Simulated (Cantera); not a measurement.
Input: 1 mol Si(CH3)4, 3.3 mol HCl, 93 mol H2, at 10000 Pa.

Method: chemical equilibrium by Gibbs-energy minimisation in Cantera with the NASA 1993 tables (ideal gas, pure condensed phases). Candidate condensed phases: C, C6H6, C7H8, C8H18, Si, SiC; 109 gas species. The tables' values for SiCl are old estimates; treat these amounts as uncertain. Gases not in the tables: Si2H6 and higher silanes. The numbers say what is thermodynamically allowed, not how fast it happens.

x: gas mole fraction; n: condensed amount in mol.

```
T (K)   x H2      x H   x HCl  x C2H2 (acetylene)      x Si  n C(graphite)  n SiC(s)
-----  -----  -------  ------  ------------------  --------  -------------  --------
1225   0.966  9.69e-7  0.0323             1.57e-7    <1e-12           2.88     0.999
1425   0.967  2.12e-5  0.0322             3.41e-6  8.62e-11           2.97     0.998
1625   0.967        …  0.0322                   …         …           2.98     0.996
1825   0.966        …  0.0320                   …         …           2.96     0.991
2025   0.961  0.00597  0.0317            0.000870   3.50e-5           2.84     0.979
2225   0.945   0.0199  0.0309             0.00277  0.000542           2.52     0.890
2425   0.901   0.0537  0.0290             0.00703   0.00532           2.13    0.0558
```

Question: Fill in the missing entries.

Answer: 
- 1625, x H: 0.000219
- 1625, x C2H2 (acetylene): 3.44e-5
- 1625, x Si: 1.86e-8
- 1825, x H: 0.00137
- 1825, x C2H2 (acetylene): 0.000208
- 1825, x Si: 1.23e-6
